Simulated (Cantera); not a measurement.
A perfectly stirred reactor is fed with 10.5 % CO, 11.6 % H2, 1.16 % CH4, 15.5 % O2, 58.3 % N2, 2.94 % H2O, equivalence ratio 0.86, at 32000 Pa; it is adiabatic with a 673 K inlet, and is followed from long to short residence time, starting on the burning branch (τ in s: 0.19, 0.079, 0.034, 0.014, 0.0061, 0.0026, 0.0011, 0.00047, 0.0002, 8.4e-05, 3.6e-05, 1.5e-05).

Detailed kinetics in Cantera: GRI-Mech 3.0 (53 species, 325 reactions).

One state of this run: T (K) = 2191; x CO = 0.0287; x H2 = 0.00905; x CH4 = 1.92e-6; x H2O2 = 7.58e-8; x HO2 = 2.23e-6. x: mole fraction; the columns are a selection and need not sum to one.

### Question
Which value of τ (s) does it belong to?
A) 0.19
B) 8.4e-5
C) 0.034
D) 0.014

### Answer
D, 0.014
